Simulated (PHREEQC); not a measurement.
Dissolve 0.17 mol KHCO3, 7.6e-05 mol NaOH and 7.3e-05 mol NaCl per kg of water at 86 °C. Closed to the air; pH follows from the charge balance.

The numbers come from PHREEQC with the ion-association model, phreeqc.dat.

This is a speciation only: nothing precipitates in the calculation.

Order these Na species by the share of Na that they hold, largest first: NaCO3-, Na+, NaHCO3.

Na+ (81 %), NaCO3- (16 %), NaHCO3 (2.9 %)

The pH is 7.96 and the ionic strength 0.173 mol/kgw. Complexes and solids missing from the database can't appear. At this temperature some constants are extrapolated from 25 °C, and those without enthalpy data are left unchanged.
